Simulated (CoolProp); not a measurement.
R134a along the isotherm 319.3 K: Z from the reference equation and from simpler models built on Tc = 374.2 K, pc = 4.059 MPa, ω = 0.327; each cubic takes its own stable root.

Model: reference Helmholtz-energy equation of state, Tillner-Roth 1994, in CoolProp.

| p (MPa) | phase | reference |
|---|---|---|
| 0.00642 | gas | 0.9990 |
| 0.0122 | gas | 0.9981 |
| 0.0231 | gas | 0.9964 |
| 0.0437 | gas | 0.9932 |
| 0.0829 | gas | 0.9870 |
| 0.157 | gas | 0.9752 |
| 0.298 | gas | 0.9520 |
| 0.565 | gas | 0.9053 |
| 1.07 | gas | 0.8018 |
| 2.03 | liquid | 0.06918 |

How far does each simpler model (Redlich-Kwong, Peng-Robinson) lie from the reference over these 10 states: mean and median of the absolute difference, and the worst?


- Redlich-Kwong: mean 3.4 %, median 0.3 %, worst +26.3 % at 319.3 K and 2.03 MPa
- Peng-Robinson: mean 0.6 %, median 0.0 %, worst +4.2 % at 319.3 K and 2.03 MPa
